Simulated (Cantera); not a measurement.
A perfectly stirred reactor is fed with 8.66 % CO, 5.45 % H2, 2.60 % CH4, 17.5 % O2, 65.8 % N2, equivalence ratio 0.70, at 1.01 bar; it is adiabatic with a 598 K inlet, and is followed from long to short residence time, starting on the burning branch (τ in s: 0.088, 0.045, 0.023, 0.012, 0.006, 0.0031, 0.0016, 0.0008, 0.00041, 0.00021, 0.00011, 5.5e-05, 2.8e-05).

Detailed kinetics in Cantera: GRI-Mech 3.0 (53 species, 325 reactions).

### Question
Predict: blow-out, bracketed by the residence times tried; x(CO) at τ = 88.0 ms; x(H2) at τ = 88.0 ms; x(CH4) at τ = 88.0 ms; x(HO2) at τ = 88.0 ms; x(CO) at τ = 1.60 ms; x(H2) at τ = 1.60 ms; x(CH4) at τ = 1.60 ms; x(HO2) at τ = 1.60 ms.

### Answer
| Item | Result |
|---|---|
| blow-out, bracketed by the residence times tried | burning at 55.0 µs, out at 28.0 µs |
| x(CO) at τ = 88.0 ms | 0.00378 |
| x(H2) at τ = 88.0 ms | 0.000671 |
| x(CH4) at τ = 88.0 ms | 1.03e-6 |
| x(HO2) at τ = 88.0 ms | 2.35e-6 |
| x(CO) at τ = 1.60 ms | 0.0178 |
| x(H2) at τ = 1.60 ms | 0.00348 |
| x(CH4) at τ = 1.60 ms | 1.96e-5 |
| x(HO2) at τ = 1.60 ms | 7.03e-6 |
